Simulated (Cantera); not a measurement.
# NO annealing gas

An isothermal, constant-pressure homogeneous reactor starts with 26.3 % NO, 73.7 % N2, at 1600 K and 750 Torr.

Detailed kinetics in Cantera: GRI-Mech 3.0 (53 species, 325 reactions).

```tsv
t (s)	x NO	x NO2	x N2O	x O2	x O
2.00e-6	0.263	1.98e-10	4.27e-9	<1e-12	4.07e-9
6.50e-6	0.263	1.95e-9	1.39e-8	1.46e-12	1.19e-8
2.11e-5	0.263	1.67e-8	4.50e-8	1.26e-11	2.84e-8
6.86e-5	0.263	1.03e-7	1.46e-7	8.15e-11	4.35e-8
0.000223	0.263	4.32e-7	4.71e-7	3.98e-10	4.78e-8
0.000724	0.263	1.53e-6	1.50e-6	2.17e-9	5.65e-8
0.00235	0.263	5.37e-6	4.56e-6	1.95e-8	8.59e-8
0.00765	0.263	1.98e-5	1.20e-5	3.51e-7	1.88e-7
0.0248	0.263	6.51e-5	2.23e-5	9.30e-6	4.75e-7
0.0807	0.263	0.000101	2.53e-5	0.000110	6.85e-7
0.262	0.262	0.000110	2.52e-5	0.000494	7.47e-7
0.852	0.259	0.000135	2.47e-5	0.00173	9.08e-7
2.77	0.252	0.000188	2.31e-5	0.00563	1.29e-6
9.00	0.229	0.000271	1.91e-5	0.0169	2.01e-6
```
x: mole fraction; the columns are a selection and need not sum to one.

Equilibrium at this temperature and pressure: NO 0.00161, NO2 5.10e-6, N2O 1.01e-7, O2 0.131, O 5.28e-6 (gas phase only).
